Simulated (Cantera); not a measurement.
Input: 1 mol HMDSO, a varied amount of CO2, 0.21 mol H2, at 773.15 K and 1.00 bar.

Equilibrium computed with Cantera from the NASA thermochemical tables; the gas is ideal and each condensed phase is pure. Candidate condensed phases: C, C6H6, C7H8, C8H18, H2O, Si, SiC, SiO2; 123 gas species. The feed counts by its element totals alone. Kinetics and transport are ignored.

**Question.** Which condensed phases are stable at each of these points (n(CO2) (mol)): 0.66, 0.82, 1, 1.3, 1.6, 2, 2.5, 3.1, 3.9, 4.8?

**Answer.** 
```tsv
n(CO2) (mol)	condensed phases	Si condensed (%)
0.66	C(graphite) + SiC(s) + SiO2(α-quartz)	100.0
0.82	C(graphite) + SiC(s) + SiO2(α-quartz)	100.0
1	C(graphite) + SiC(s) + SiO2(α-quartz)	100.0
1.3	C(graphite) + SiC(s) + SiO2(α-quartz)	100.0
1.6	C(graphite) + SiO2(α-quartz)	100.0
2	C(graphite) + SiO2(α-quartz)	100.0
2.5	C(graphite) + SiO2(α-quartz)	100.0
3.1	C(graphite) + SiO2(α-quartz)	100.0
3.9	C(graphite) + SiO2(α-quartz)	100.0
4.8	C(graphite) + SiO2(α-quartz)	100.0
```

From 0.66 mol CO2 to 1.3 mol CO2 the condensed part is C(graphite) + SiC(s) + SiO2(α-quartz). From 1.6 mol CO2 to 4.8 mol CO2 the condensed part is C(graphite) + SiO2(α-quartz).
